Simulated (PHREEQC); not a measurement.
Make-up at 25 °C and 50 atm: 2.9 mol LiCl and 1.4 mol Na2SO4 per kg of water. Closed to the air; pH follows from the charge balance.

The numbers come from PHREEQC with the Pitzer model, pitzer.dat.

**Question.** The ionic strength comes out as 7.10 mol/kgw. What activity coefficients do Cl-, Li+, Na+, SO4-2 get?

**Answer.** Cl- 0.64, Li+ 3.0, Na+ 1.3, SO4-2 0.0077. Single-ion values are on the MacInnes scale.

Precipitation was switched off in this run. Under pressure, the constants of complexes without a molar volume in the database are unreliable.
